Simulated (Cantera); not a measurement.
Adiabatic ignition

An adiabatic, constant-pressure homogeneous reactor starts with CO : H2 : O2 : N2 = 1 : 0.77 : 0.681 : 2.56 (molar parts), equivalence ratio 1.3, at 1650 K and 0.850 bar.

Computed with Cantera and GRI-Mech 3.0 (53 species, 325 reactions).

```json
[
 {"t (s)": "4.00e-6", "T (K)": "1650", "x CO": "0.200", "x H2": "0.154", "x O2": "0.136", "x H2O2": "3.28e-8", "x NO2": "<1e-12", "x HO2": "2.13e-6"},
 {"t (s)": "1.94e-5", "T (K)": "1874", "x CO": "0.154", "x H2": "0.0272", "x O2": "0.0464", "x H2O2": "5.19e-7", "x NO2": "9.50e-10", "x HO2": "1.17e-5"},
 {"t (s)": "9.43e-5", "T (K)": "2418", "x CO": "0.136", "x H2": "0.0300", "x O2": "0.0320", "x H2O2": "1.28e-7", "x NO2": "1.39e-8", "x HO2": "4.59e-6"},
 {"t (s)": "0.000458", "T (K)": "2837", "x CO": "0.128", "x H2": "0.0245", "x O2": "0.0228", "x H2O2": "2.16e-7", "x NO2": "4.64e-7", "x HO2": "6.12e-6"},
 {"t (s)": "0.00222", "T (K)": "2847", "x CO": "0.128", "x H2": "0.0246", "x O2": "0.0201", "x H2O2": "2.19e-7", "x NO2": "1.71e-6", "x HO2": "5.80e-6"},
 {"t (s)": "0.0108", "T (K)": "2846", "x CO": "0.128", "x H2": "0.0247", "x O2": "0.0199", "x H2O2": "2.17e-7", "x NO2": "1.86e-6", "x HO2": "5.72e-6"},
 {"t (s)": "0.0524", "T (K)": "2846", "x CO": "0.128", "x H2": "0.0247", "x O2": "0.0199", "x H2O2": "2.17e-7", "x NO2": "1.86e-6", "x HO2": "5.72e-6"},
 {"t (s)": "0.254", "T (K)": "2846", "x CO": "0.128", "x H2": "0.0247", "x O2": "0.0199", "x H2O2": "2.17e-7", "x NO2": "1.86e-6", "x HO2": "5.72e-6"},
 {"t (s)": "1.24", "T (K)": "2846", "x CO": "0.128", "x H2": "0.0247", "x O2": "0.0199", "x H2O2": "2.17e-7", "x NO2": "1.86e-6", "x HO2": "5.72e-6"},
 {"t (s)": "6.00", "T (K)": "2846", "x CO": "0.128", "x H2": "0.0247", "x O2": "0.0199", "x H2O2": "2.17e-7", "x NO2": "1.86e-6", "x HO2": "5.72e-6"}
]
```
x: mole fraction; the columns are a selection and need not sum to one.

```json
{
  "time_of_steepest_temperature_rise": "12.8 µs",
  "temperature at 6.00 s": "2846 K",
  "equilibrium_temperature": "2846 K",
  "x(CO) at 6.00 s": "0.128 (gas-phase equilibrium 0.128)",
  "x(H2) at 6.00 s": "0.0247 (gas-phase equilibrium 0.0247)",
  "x(O2) at 6.00 s": "0.0199 (gas-phase equilibrium 0.0199)"
}
```
